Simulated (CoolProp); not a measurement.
Vapour-liquid equilibrium of diethyl ether (1) + n-hexane (2) at 367 K; x and y are mole fractions of (1).

Model: multi-fluid Helmholtz-energy mixture model, Thol 2014 and Thol 2019; pair parameters Bell 2016, in CoolProp.

```tsv
x	bubble pressure, mixture model (MPa)	bubble pressure, Raoult's law (MPa)	y, mixture model	y, Raoult's law
0.05	0.2321	0.2276	0.133	0.125
0.125	0.2634	0.2544	0.284	0.279
0.2	0.2925	0.2812	0.400	0.403
0.275	0.3202	0.3080	0.494	0.506
0.35	0.3467	0.3347	0.572	0.593
0.425	0.3724	0.3615	[?]	0.666
0.5	[?]	0.3883	0.700	0.730
0.575	0.4228	0.4151	0.755	0.785
0.65	0.4478	0.4419	0.805	0.834
0.725	0.4728	0.4687	[?]	0.877
0.8	0.4981	0.4955	0.895	0.915
0.875	0.5237	0.5223	0.936	0.950
0.95	[?]	0.5491	0.975	0.981
```

Q: Fill in the missing entries.

A: 
- 0.425, y, mixture model: 0.640
- 0.5, bubble pressure, mixture model (MPa): 0.3977
- 0.725, y, mixture model: 0.851
- 0.95, bubble pressure, mixture model (MPa): 0.5495

The largest gap from Raoult's law is +4.0 % in bubble pressure, at x = 0.2. No azeotrope shows between x = 0.05 and 0.95.

The pair parameters rest on a limited set of measurements; away from them the model extrapolates.
